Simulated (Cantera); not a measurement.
Feed: 1 mol SiC, 1.1 mol H2, 0.005 mol Si, equilibrated at 1.40 mbar.

Cantera equilibrium calculation (NASA polynomials, part measured and part estimated; ideal gas, pure solids and liquids). Candidate condensed phases: C, C6H6, C7H8, C8H18, Si, SiC; 87 gas species. Equilibrium is a limit: real reactors are often held back by kinetics, nucleation or transport.

### Question
At 2648 K, list the 6 most abundant gas species with their mole fractions, and the condensed phases.

### Answer
H 0.483, Si 0.254, H2 0.151, SiC2 0.0983, Si2C 0.00412, C3 0.00311. Condensed: C(graphite).
